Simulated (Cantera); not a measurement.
A perfectly stirred reactor is fed with CH4 : CO : O2 : N2 = 1 : 0.11 : 4.67 : 17.3 (molar parts), equivalence ratio 0.44, at 0.440 bar; it is adiabatic with a 498 K inlet, and is followed from long to short residence time, starting on the burning branch (τ in s: 0.18, 0.093, 0.047, 0.024, 0.012, 0.006, 0.003, 0.0015, 0.00076, 0.00038, 0.00019, 9.7e-05, 4.9e-05).

Cantera simulation using GRI-Mech 3.0 (53 species, 325 reactions); the numbers are that mechanism's predictions, not measurements.

One state of this run: T (K) = 1458; x CH4 = 0.000286; x CO = 0.00591; x O2 = 0.116; x C2H4 = 2.93e-8; x NO = 1.17e-6; x O = 0.00168. x: mole fraction; the columns are a selection and need not sum to one.

Problem. Which value of τ (s) does it belong to?
A) 0.012
B) 0.00019
C) 0.0030
D) 0.024

Solution. C, 0.0030
